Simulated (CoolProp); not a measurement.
Vapour-liquid equilibrium of cyclohexane (1) + n-octane (2) at 1.22 MPa; x and y are mole fractions of (1).

Computed with CoolProp (multi-fluid Helmholtz-energy mixture model, Zhou 2014 and Beckmüller 2019; pair parameters Bell 2016).

Task: Give the bubble temperature and the first vapour's composition at x = 0.2, 0.35, 0.65. Is there an azeotrope?

Result: x = 0.2: 507.9 K, y = 0.293; x = 0.35: 499.2 K, y = 0.482; x = 0.65: 483.0 K, y = 0.775. No azeotrope shows between x = 0.05 and 0.95.

Pair parameters are fitted to limited data, so mixtures are less certain than the pure fluids.
